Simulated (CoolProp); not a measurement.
Saturation properties of methanol (Tc = 240.2 °C, pc = 8216 kPa, ω = 0.565).

Values from CoolProp's reference Helmholtz-energy equation of state, de Reuck 1993.

```tsv
T (°C)	p (kPa)	vapour density (kg/m³)	surface tension (mN/m)	liquid viscosity (µPa s)	vapour viscosity (µPa s)
27.55	19.36	0.2547	21.9	524	9.70
40.45	36.27	0.4612	20.9	439	10.1
53.45	64.57	0.7961	?	372	10.5
66.45	109.4	1.313	18.6	?	10.9
79.45	177.6	2.084	17.5	276	?
92.45	277.4	3.196	16.3	241	?
105.45	418.8	4.763	15.1	211	12.0
118.35	611.7	6.910	13.8	186	?
131.35	872.4	9.858	12.5	164	12.6
144.35	1215	13.85	11.1	145	13.0
157.35	1656	19.22	9.60	128	13.3
170.35	2214	26.42	?	113	13.7
```

Problem. Complete the blanks.

Solution. 
- 53.45, surface tension (mN/m): 19.8
- 66.45, liquid viscosity (µPa s): 319
- 79.45, vapour viscosity (µPa s): 11.2
- 92.45, vapour viscosity (µPa s): 11.6
- 118.35, vapour viscosity (µPa s): 12.3
- 170.35, surface tension (mN/m): 8.09

It boils at 64.5 °C under 1 atm.

Viscosity comes from a separate model (Xiang 2006). Surface tension comes from a separate correlation (Mulero 2012).
